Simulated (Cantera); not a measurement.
Gas activation for diamond growth

A perfectly stirred reactor is fed with CH₄ : H₂ : H = 0.015 : 1 : 0.014 (molar parts), at 27.8 Torr; it is held at 1500 K, and followed from long to short residence time.

Cantera simulation using GRI-Mech 3.0 (53 species, 325 reactions); the numbers are that mechanism's predictions, not measurements. GRI-Mech 3.0 stops at C3 and has no aromatics, soot or wall deposition, so with more carbon than oxygen in the feed, carbon stays in small species such as C2H2 where larger ones or solid carbon would form. Radical loss at walls, strong at low pressure, is not modelled.

```csv
τ (s),x CH₄,x H₂,x H,x CH₃,x C₂H₄,x C₂H₆,x CH₂
5.2,0.0106,0.987,0.000210,4.54e-5,2.79e-5,5.13e-7,7.80e-9
1.0,0.0113,0.987,0.000420,9.70e-5,3.23e-5,1.26e-6,3.26e-8
0.21,0.0119,0.986,0.000848,0.000206,4.10e-5,2.84e-6,1.32e-7
0.043,0.0124,0.985,0.00172,0.000435,5.25e-5,6.05e-6,5.10e-7
0.0087,0.0126,0.983,0.00339,0.000862,6.51e-5,1.16e-5,1.67e-6
0.0018,0.0124,0.980,0.00605,0.00148,7.25e-5,1.84e-5,4.03e-6
0.00036,0.0122,0.976,0.00907,0.00204,5.43e-5,2.14e-5,6.50e-6
```
x: mole fraction; the columns are a selection and need not sum to one.
